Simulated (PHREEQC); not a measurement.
Solution (25 °C): 0.0015 mol/kgw Na2S, 0.051 mol/kgw NaHCO3 and 0.00013 mol/kgw ZnCl2. Closed to the air; pH follows from the charge balance.

Model: ion-association model, phreeqc.dat, run in PHREEQC.

Task: The ionic strength comes out as 0.0537 mol/kgw. What activity coefficients do Na+, CO3-2, HS-, Cl-, HCO3- get?

Result: Na+ 0.82, CO3-2 0.46, HS- 0.81, Cl- 0.81, HCO3- 0.82.

This is a speciation only: nothing precipitates in the calculation. Saturation is exceeded, for instance for Sphalerite (slow to form); the values hold only as long as no solid forms.
